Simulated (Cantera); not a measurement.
An isothermal, constant-pressure homogeneous reactor starts with 1.65 % CO, 0.426 % O₂, 1.16 % H₂O, 96.8 % N₂, at 1150 K and 13300 Pa.

Computed with Cantera and GRI-Mech 3.0 (53 species, 325 reactions).

x: mole fraction; the columns are a selection and need not sum to one.

| t (s) | x CO | x O₂ | x H₂O | x H | x NO |
|---|---|---|---|---|---|
| 3.00e-6 | 0.0165 | 0.00426 | 0.0116 | <1e-12 | <1e-12 |
| 1.54e-5 | 0.0165 | 0.00426 | 0.0116 | <1e-12 | <1e-12 |
| 7.94e-5 | 0.0165 | 0.00426 | 0.0116 | <1e-12 | <1e-12 |
| 0.000408 | 0.0165 | 0.00426 | 0.0116 | 2.94e-12 | <1e-12 |
| 0.00210 | 0.0165 | 0.00426 | 0.0116 | 1.14e-10 | <1e-12 |
| 0.0108 | 0.0165 | 0.00426 | 0.0116 | 9.79e-9 | <1e-12 |
| 0.0556 | 0.00929 | … | 0.00919 | 0.00268 | 2.24e-7 |
| 0.286 | 0.00471 | … | 0.00837 | 0.000750 | 9.03e-7 |
| 1.47 | 0.00487 | … | 0.00856 | 0.000122 | 9.05e-7 |
| 7.56 | 0.00490 | … | 0.00859 | 2.16e-5 | 8.84e-7 |
| 38.9 | 0.00491 | 1.16e-10 | 0.00860 | 3.57e-6 | 8.08e-7 |
| 200 | 0.00491 | 2.61e-12 | 0.00860 | 5.29e-7 | 5.75e-7 |

Question: What belongs in the gaps?

Answer: 
- 0.0556, x O₂: 0.00163
- 0.286, x O₂: 5.57e-6
- 1.47, x O₂: 1.33e-7
- 7.56, x O₂: 4.16e-9
